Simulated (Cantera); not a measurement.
Cantera run:

```python
import numpy as np
import cantera as ct

gas_names = """
    H H2 Si SiH SiH2 SiH3 SiH4 Si2 Si3
""".split()
cond_names = """
    Si(cr) Si(L)
""".split()


def load(file, names, dense=False):
    # The tables refer to 1 bar. Condensed volumes are neglected.
    table = {s.name: s for s in ct.Species.list_from_file(file)}
    out = []
    for n in names:
        d = dict(table[n].input_data)
        d["thermo"] = dict(d["thermo"], **{"reference-pressure": 1e5})
        if dense:
            d["equation-of-state"] = {"model": "constant-volume", "density": "1e6 g/cm^3"}
        out.append(ct.Species.from_dict(d))
    return out


gas = ct.Solution(thermo="ideal-gas", species=load("nasa_gas.yaml", gas_names))
cond = {s.name: ct.Solution(thermo="fixed-stoichiometry", species=[s], name=s.name)
        for s in load("nasa_condensed.yaml", cond_names, dense=True)}
atoms = {
    'Si3H8': {'Si': 3, 'H': 8},
    'H2': {'H': 2},
}
top_T = {}  # K; cautious upper limits of use, not melting points


def equilibrate(T, P, feed):
    n = {}
    for name, mol in feed.items():
        for a, k in atoms[name].items():
            n[a] = n.get(a, 0.0) + k * mol
    gas.TPX = T, P, n
    mass = sum(n.values()) * gas.mean_molecular_weight
    gas.equilibrate("TP")
    valid = [c for c in cond.values() if c.min_temp <= T <= top_T.get(c.name, c.max_temp)]
    mix = ct.Mixture([(gas, mass / gas.mean_molecular_weight)] + [(c, 0.0) for c in valid])
    mix.T, mix.P = T, P
    mix.equilibrate("TP", solver="vcs", rtol=1e-11, max_steps=5000)
    return mix


results = []
feed = {'Si3H8': 1, 'H2': 130}  # mol
P = 10000  # Pa
for T in [1100, 1150, 1200, 1250, 1300, 1350, 1400, 1450, 1500, 1550, 1600, 1650, 1700]:
    mix = equilibrate(T, P, feed)
    results.append((T, P, feed, dict(zip(mix.species_names, mix.species_moles))))

top = {s: max(r[3][s] / sum(r[3][g] for g in gas_names) for r in results) for s in gas_names}
cols = sorted((s for s in top if top[s] > 1e-05), key=lambda s: -top[s])[:8]
seen = [c for c in cond_names if any(r[3].get(c, 0) > 1e-12 for r in results)]
print("log10 of partial pressures in bar; condensed amounts in mol")
print(f"{'T/K':>10s}" + "".join(f"{s[:9]:>10s}" for s in cols + seen))
for T, P, feed, n in results:
    ng = sum(n[g] for g in gas_names)
    print(f"{T:10.4g}" + "".join(f"{np.log10(max(n[s] / ng * P / 1e5, 1e-99)):10.3f}" for s in cols)
          + "".join(f"{n.get(c, 0):10.4g}" for c in seen))
```

It prints:

```
log10 of partial pressures in bar; condensed amounts in mol
       T/K        H2         H      SiH2    Si(cr)     Si(L)
      1100    -1.000    -8.087    -9.881         3         0
      1150    -1.000    -7.627    -9.382         3         0
      1200    -1.000    -7.205    -8.925         3         0
      1250    -1.000    -6.816    -8.504         3         0
      1300    -1.000    -6.456    -8.117         3         0
      1350    -1.000    -6.123    -7.757         3         0
      1400    -1.000    -5.813    -7.424         3         0
      1450    -1.000    -5.524    -7.114         3         0
      1500    -1.000    -5.254    -6.825         3         0
      1550    -1.000    -5.002    -6.554         3         0
      1600    -1.000    -4.765    -6.301     2.999         0
      1650    -1.000    -4.542    -6.063     2.998         0
      1700    -1.000    -4.332    -5.848         0     2.997
```

Method: chemical equilibrium by Gibbs-energy minimisation in Cantera with the NASA 1993 tables (ideal gas, pure condensed phases). The feed counts by its element totals alone. Gases not in the tables: Si2H6 and higher silanes.
